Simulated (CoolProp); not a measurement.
Computed with CoolProp (reference Helmholtz-energy equation of state, Lemmon 2006). It is a short technical equation, of lower accuracy than the large ones.

Task: For toluene, give the phase and the Z, cp (kJ/(kg K)), Joule-Thomson coefficient (K/MPa), Prandtl number at 462.9 K and 11.9 MPa; 198.9 K and 0.101 MPa; 437.2 K and 1.01 MPa.

Result: 
- 462.9 K and 11.9 MPa: liquid; Z 0.397, cp 2.25, Joule-Thomson coefficient -0.204, Prandtl number 3.95
- 198.9 K and 0.101 MPa: liquid; Z 0.00589, cp 1.48, Joule-Thomson coefficient -0.568, Prandtl number 46.0
- 437.2 K and 1.01 MPa: liquid; Z 0.0354, cp 2.21, Joule-Thomson coefficient -0.183, Prandtl number 4.05

Viscosity comes from a separate model (Avgeri 2015). Thermal conductivity comes from a separate model (Assael 2012).
